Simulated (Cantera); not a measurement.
Charge: 1 mol FeS, 7.1 mol H2, 4.9 mol N2, held at 510 Pa.

Method: chemical equilibrium by Gibbs-energy minimisation in Cantera with the NASA 1993 tables (ideal gas, pure condensed phases). Candidate condensed phases: Fe, FeS, FeS2, S; 16 gas species. Metal and sulfide melt together well below either melting point, which pure phases cannot show. Mutual solubility and eutectic melting of coexisting phases are not modelled. FeS: taken at fixed stoichiometry. The numbers say what is thermodynamically allowed, not how fast it happens. All values below are at 1402 °C.

Base state: H2 0.561, N2 0.396, S2 0.0255, H2S 0.0109, SH 0.00361, H 0.00122, Fe 0.000814, S 0.000561 (mole fractions); condensed: Fe(δ) + FeS(l).

**Question.** What changes in the equilibrium state with this change: H2 from 7.1 to 1500 mol?

**Answer.** 
| species | before | after |
|---|---|---|
| H2 | 0.561 | 0.994 |
| N2 | 0.396 | 0.00325 |
| H | 0.00122 | 0.00162 |
| S2 | 0.0255 | 1.67e-5 |
| H2S | 0.0109 | 0.000493 |
| Fe | 0.000814 | 0.000663 |
| S | 0.000561 | 1.44e-5 |
| SH | 0.00361 | 0.000123 |
| Fe(δ), mol | 0.806 | 0 |
| FeS(l), mol | 0.184 | 0 |
